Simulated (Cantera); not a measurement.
Input (Python, Cantera) and output of one run.

```python
import numpy as np
import cantera as ct

gas_names = """
    H HNO HNO2 HNO3 HO2 H2 H2O H2O2 N NH NH2 NH3 NH2OH NO NO2 NO3 N2 N2H2 N2H4 N2O O OH O2 O3 Si SiH
    SiH2 SiH3 SiH4 SiN SiO SiO2 Si2 Si2N Si3
""".split()
cond_names = """
    H2O(s) H2O(L) Si(cr) Si(L) SiO2(Lqz) SiO2(hqz) SiO2(L) Si2N2O(s) Si3N4(a)
""".split()


def load(file, names, dense=False):
    # The tables refer to 1 bar. Condensed volumes are neglected.
    table = {s.name: s for s in ct.Species.list_from_file(file)}
    out = []
    for n in names:
        d = dict(table[n].input_data)
        d["thermo"] = dict(d["thermo"], **{"reference-pressure": 1e5})
        if dense:
            d["equation-of-state"] = {"model": "constant-volume", "density": "1e6 g/cm^3"}
        out.append(ct.Species.from_dict(d))
    return out


gas = ct.Solution(thermo="ideal-gas", species=load("nasa_gas.yaml", gas_names))
cond = {s.name: ct.Solution(thermo="fixed-stoichiometry", species=[s], name=s.name)
        for s in load("nasa_condensed.yaml", cond_names, dense=True)}
atoms = {
    'Si3N4': {'Si': 3, 'N': 4},
    'H2O': {'H': 2, 'O': 1},
    'H2': {'H': 2},
    'N2O': {'N': 2, 'O': 1},
}
top_T = {'Si2N2O(s)': 2100, 'Si3N4(a)': 2400}  # K; cautious upper limits of use, not melting points


def equilibrate(T, P, feed):
    n = {}
    for name, mol in feed.items():
        for a, k in atoms[name].items():
            n[a] = n.get(a, 0.0) + k * mol
    gas.TPX = T, P, n
    mass = sum(n.values()) * gas.mean_molecular_weight
    gas.equilibrate("TP")
    valid = [c for c in cond.values() if c.min_temp <= T <= top_T.get(c.name, c.max_temp)]
    mix = ct.Mixture([(gas, mass / gas.mean_molecular_weight)] + [(c, 0.0) for c in valid])
    mix.T, mix.P = T, P
    mix.equilibrate("TP", solver="vcs", rtol=1e-11, max_steps=5000)
    return mix


results = []
T = 1650  # K
P = 1333.22  # Pa
for m in [1.4, 2.4, 4.1, 7, 12, 20, 35, 60]:
    feed = {'Si3N4': 1, 'H2O': 0.001, 'H2': m, 'N2O': 1.4}  # mol
    mix = equilibrate(T, P, feed)
    results.append((T, P, feed, dict(zip(mix.species_names, mix.species_moles))))
    x = sorted(zip(gas.X, gas.species_names), reverse=True)
    print(f"T = {T:g} K  P = {P:g} Pa  n(H2) = {m:g} mol  gas = {mix.phase_moles(0):.4g} mol")
    print("   x: " + "  ".join(f"{s} {v:.3e}" for v, s in x if v > 0.001))
    print("   condensed (mol): " + ("  ".join(f"{mix.phase(i).name} {mix.phase_moles(i):.4g}"
          for i in range(1, mix.n_phases) if mix.phase_moles(i) > 1e-12) or "none"))
```

It prints:

```
T = 1650 K  P = 1333.22 Pa  n(H2) = 1.4 mol  gas = 3.272 mol
   x: N2 5.708e-01  H2 4.279e-01
   condensed (mol): Si2N2O(s) 1.398  Si3N4(a) 0.06686
T = 1650 K  P = 1333.22 Pa  n(H2) = 2.4 mol  gas = 4.274 mol
   x: H2 5.614e-01  N2 4.371e-01
   condensed (mol): Si2N2O(s) 1.397  Si3N4(a) 0.06723
T = 1650 K  P = 1333.22 Pa  n(H2) = 4.1 mol  gas = 5.978 mol
   x: H2 6.857e-01  N2 3.127e-01
   condensed (mol): Si2N2O(s) 1.395  Si3N4(a) 0.06792
T = 1650 K  P = 1333.22 Pa  n(H2) = 7 mol  gas = 8.884 mol
   x: H2 7.877e-01  N2 2.105e-01  SiO 1.109e-03
   condensed (mol): Si2N2O(s) 1.391  Si3N4(a) 0.06925
T = 1650 K  P = 1333.22 Pa  n(H2) = 12 mol  gas = 13.9 mol
   x: H2 8.632e-01  N2 1.348e-01  SiO 1.287e-03
   condensed (mol): Si2N2O(s) 1.383  Si3N4(a) 0.07188
T = 1650 K  P = 1333.22 Pa  n(H2) = 20 mol  gas = 21.92 mol
   x: H2 9.120e-01  N2 8.569e-02  SiO 1.497e-03
   condensed (mol): Si2N2O(s) 1.368  Si3N4(a) 0.07676
T = 1650 K  P = 1333.22 Pa  n(H2) = 35 mol  gas = 36.99 mol
   x: H2 9.457e-01  N2 5.172e-02  SiO 1.771e-03
   condensed (mol): Si(cr) 0.0356  Si2N2O(s) 1.335  Si3N4(a) 0.07555
T = 1650 K  P = 1333.22 Pa  n(H2) = 60 mol  gas = 62.35 mol
   x: H2 9.619e-01  N2 3.470e-02  SiO 2.640e-03
   condensed (mol): Si(cr) 0.3605  Si2N2O(s) 1.236
```

These are equilibrium values from Cantera (NASA tables, ideal gas, pure condensed phases), not measurements of a reactor. Mutual solubility and eutectic melting of coexisting phases are not modelled.
